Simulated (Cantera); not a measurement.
Feed: 1 mol Si, 7.6 mol Br2, 1.2 mol N2, equilibrated at 1000 °C and 0.133 bar.

Method: chemical equilibrium by Gibbs-energy minimisation in Cantera with the NASA 1993 tables (ideal gas, pure condensed phases). Candidate condensed phases: Br2, Si, Si3N4; 13 gas species. The tables' values for SiBr3 are old estimates; treat these amounts as uncertain. Kinetics and transport are ignored.

Base state: Br2 0.587, Br 0.152, N2 0.142, SiBr4 0.118, SiBr3 1.01e-5 (mole fractions); condensed: gas only.

### Question
What changes in the equilibrium state with this change: temperature from 1000 °C to 850 °C?

### Answer
```tsv
species	before	after
Br2	0.587	0.677
N2	0.142	0.150
SiBr4	0.118	0.125
Br	0.152	0.0472
SiBr3	1.01e-5	5.88e-7
```
